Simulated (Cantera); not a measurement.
A closed system holds: 1 mol Al, 29 mol NH₃, 310 mol N₂, equilibrated at 0.133 bar.

Equilibrium computed with Cantera from the NASA thermochemical tables; the gas is ideal and each condensed phase is pure. Candidate condensed phases: Al, AlN; 13 gas species. Kinetics and transport are ignored.

Task: At 2123 K, list the 5 most abundant gas species with their mole fractions, and the condensed phases.

Result: N₂ 0.878, H₂ 0.116, H 0.00335, Al 0.00263, AlH 7.10e-5. Condensed: gas only.
